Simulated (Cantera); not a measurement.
## Stirred combustor or abatement burner

A perfectly stirred reactor is fed with 41.5 % H2, 12.2 % O2, 46.1 % N2, 0.150 % NO, at 11300 Torr; it is adiabatic with a 623 K inlet, and is followed from long to short residence time, starting on the burning branch (τ in s: 0.028, 0.011, 0.0041, 0.0016, 0.0006, 0.00023, 8.8e-05, 3.4e-05, 1.3e-05).

Detailed kinetics in Cantera: GRI-Mech 3.0 (53 species, 325 reactions). The hydrogen kinetics of GRI-Mech 3.0 are dated; newer H2 mechanisms differ, most at raised pressure. The pressure lies above the range GRI-Mech 3.0 was tuned for (to about 10 atm). The mechanism lacks 2 NO + O2 → 2 NO2 and HONO, so NO2 and the effect of NO are under-described below about 1400 K.

| τ (s) | T (K) | x H2 | x O2 | x NO | x N2 | x OH | x HO2 | x H |
|---|---|---|---|---|---|---|---|---|
| 0.028 | 2438 | 0.192 | 8.93e-6 | 0.000122 | 0.526 | 0.000623 | 1.35e-8 | 0.00223 |
| 0.011 | 2437 | 0.192 | 1.80e-5 | 0.000175 | 0.526 | 0.000645 | 2.11e-8 | 0.00232 |
| 0.0041 | 2434 | 0.192 | 4.04e-5 | 0.000262 | 0.525 | 0.000704 | 4.24e-8 | 0.00254 |
| 0.0016 | 2429 | 0.192 | 8.55e-5 | 0.000377 | 0.525 | 0.000829 | 9.65e-8 | 0.00301 |
| 0.00060 | 2419 | 0.192 | 0.000173 | 0.000528 | 0.525 | 0.00109 | 2.51e-7 | 0.00400 |
| 0.00023 | 2403 | 0.192 | 0.000325 | 0.000706 | 0.524 | 0.00152 | 6.74e-7 | 0.00572 |
| 8.8e-5 | 2377 | 0.191 | 0.000595 | 0.000915 | 0.523 | 0.00219 | 1.80e-6 | 0.00852 |
| 3.4e-5 | 2338 | 0.190 | 0.00108 | 0.00114 | 0.521 | 0.00311 | 4.48e-6 | 0.0127 |
| 1.3e-5 | 2279 | 0.189 | 0.00199 | 0.00135 | 0.518 | 0.00427 | 1.05e-5 | 0.0190 |
x: mole fraction; the columns are a selection and need not sum to one.
